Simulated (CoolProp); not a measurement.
Saturation properties of ethanol.

The numbers come from the reference Helmholtz-energy equation of state, Schroeder 2014 in CoolProp.

| T (K) | p (bar) | liquid viscosity (µPa s) | vapour viscosity (µPa s) |
|---|---|---|---|
| 324.9 | 0.3197 | 669 | 9.59 |
| 331 | 0.4242 | 605 | 9.77 |
| 337.1 | ? | 549 | ? |
| 343.2 | 0.7214 | 499 | 10.1 |
| 349.4 | 0.9295 | 455 | 10.3 |
| 355.5 | ? | 416 | 10.5 |
| 361.6 | 1.486 | 381 | 10.7 |
| 367.7 | ? | 350 | 10.9 |
| 373.8 | 2.292 | 322 | 11.0 |
| 379.9 | 2.812 | ? | 11.2 |

**Question.** Some entries are withheld; supply them.

**Answer.** 
- 337.1, p (bar): 0.5563
- 337.1, vapour viscosity (µPa s): 9.95
- 355.5, p (bar): 1.181
- 367.7, p (bar): 1.853
- 379.9, liquid viscosity (µPa s): 296

It boils at 351.6 K under 1 atm.

Viscosity comes from a separate model (Kiselev 2005).
